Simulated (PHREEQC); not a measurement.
Dissolve 0.0077 mol/kgw HF, 0.00015 mol/kgw NaF and 0.00079 mol/kgw H2SiF6 at 25 °C. Closed to the air; pH follows from the charge balance.

Equilibrium calculation in PHREEQC: ion-association model, phreeqc.dat.

| quantity | before | after |
|---|---|---|
| pH | 2.55 | 2.85 |
| ionic strength (mol/kgw) | 0.00397 | 0.00205 |
| HF (mol/kgw) | 0.00622 | 0.00156 |
| F- (mol/kgw) | 0.00156 | 0.000774 |
| HF2- (mol/kgw) | 3.73e-5 | 4.62e-6 |
| NaF (mol/kgw) | 1.17e-7 | 6.04e-8 |

**Question.** What was changed between the two runs?
A. NaF from 0.00015 to 1.5e-05 mol/kgw
B. H2SiF6 left out
C. HF left out
D. HF from 0.0077 to 0.00847 mol/kgw

**Answer.** C, HF left out

Precipitation was switched off in this run. Some of these states are supersaturated (in Quartz (slow to form), Chalcedony (slow to form), for instance). SiF6-2 is the database's only silicon fluoride.
